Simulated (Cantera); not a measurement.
A Cantera script and what it prints.

```python
import numpy as np
import cantera as ct

gas_names = """
    H HNO HNO2 HNO3 HO2 H2 H2O H2O2 N NH NH2 NH3 NH2OH NO NO2 NO3 N2 N2H2 N2H4 N2O O OH O2 O3 Si SiH
    SiH2 SiH3 SiH4 SiN SiO SiO2 Si2 Si2N Si3
""".split()
cond_names = """
    H2O(s) H2O(L) Si(cr) Si(L) SiO2(Lqz) SiO2(hqz) SiO2(L) Si2N2O(s) Si3N4(a)
""".split()


def load(file, names, dense=False):
    # The tables refer to 1 bar. Condensed volumes are neglected.
    table = {s.name: s for s in ct.Species.list_from_file(file)}
    out = []
    for n in names:
        d = dict(table[n].input_data)
        d["thermo"] = dict(d["thermo"], **{"reference-pressure": 1e5})
        if dense:
            d["equation-of-state"] = {"model": "constant-volume", "density": "1e6 g/cm^3"}
        out.append(ct.Species.from_dict(d))
    return out


gas = ct.Solution(thermo="ideal-gas", species=load("nasa_gas.yaml", gas_names))
cond = {s.name: ct.Solution(thermo="fixed-stoichiometry", species=[s], name=s.name)
        for s in load("nasa_condensed.yaml", cond_names, dense=True)}
atoms = {
    'Si': {'Si': 1},
    'N2O': {'N': 2, 'O': 1},
    'H2': {'H': 2},
}
top_T = {'Si2N2O(s)': 2100, 'Si3N4(a)': 2400}  # K; cautious upper limits of use, not melting points


def equilibrate(T, P, feed):
    n = {}
    for name, mol in feed.items():
        for a, k in atoms[name].items():
            n[a] = n.get(a, 0.0) + k * mol
    gas.TPX = T, P, n
    mass = sum(n.values()) * gas.mean_molecular_weight
    gas.equilibrate("TP")
    valid = [c for c in cond.values() if c.min_temp <= T <= top_T.get(c.name, c.max_temp)]
    mix = ct.Mixture([(gas, mass / gas.mean_molecular_weight)] + [(c, 0.0) for c in valid])
    mix.T, mix.P = T, P
    mix.equilibrate("TP", solver="vcs", rtol=1e-11, max_steps=5000)
    return mix


results = []
feed = {'Si': 1, 'N2O': 0.054, 'H2': 11}  # mol
T = 1148  # K
P = 1.2  # Pa
mix = equilibrate(T, P, feed)
results.append((T, P, feed, dict(zip(mix.species_names, mix.species_moles))))
x = sorted(zip(gas.X, gas.species_names), reverse=True)
print(f"T = {T:g} K  P = {P:g} Pa  gas = {mix.phase_moles(0):.4g} mol")
print("   x: " + "  ".join(f"{s} {v:.3e}" for v, s in x if v > 0.001))
print("   condensed (mol): " + ("  ".join(f"{mix.phase(i).name} {mix.phase_moles(i):.4g}"
      for i in range(1, mix.n_phases) if mix.phase_moles(i) > 1e-12) or "none"))
```

Result:

```
T = 1148 K  P = 1.2 Pa  gas = 11 mol
   x: H2 9.999e-01
   condensed (mol): Si(cr) 0.8922  Si2N2O(s) 0.05378
```

Equilibrium computed with Cantera from the NASA thermochemical tables; the gas is ideal and each condensed phase is pure. Mutual solubility and eutectic melting of coexisting phases are not modelled.
